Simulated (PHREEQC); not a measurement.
A solution holds 1 mmol/kgw Na2S, 190 mmol/kgw HCl and 0.29 mmol/kgw MnCl2, at 25 °C. Closed to the air; pH follows from the charge balance.

Model: ion-association model, wateq4f.dat, run in PHREEQC.

```tsv
quantity	before	after
pH	0.82	10.88
ionic strength (mol/kgw)	0.191	0.00252
Mn+2 (mol/kgw)	0.000230	0.000108
MnCl+ (mol/kgw)	5.72e-5	2.06e-7
MnCl2 (mol/kgw)	2.42e-6	4.67e-11
HS- (mol/kgw)	1.12e-9	0.000989
SI of Halite (NaCl)	-5.27	-7.57
SI of MnS(Green) (MnS)	-16.19	-0.01
```

### Question
What was changed between the two runs?
A. temperature from 25 to 70 °C
B. diluted 5-fold with water
C. HCl left out
D. HCl from 0.19 to 0.285 mol/kgw
E. HCl from 0.19 to 0.209 mol/kgw

### Answer
C, HCl left out

No solid was allowed to form. Some of these states are supersaturated (in Pyrochroite, for instance).
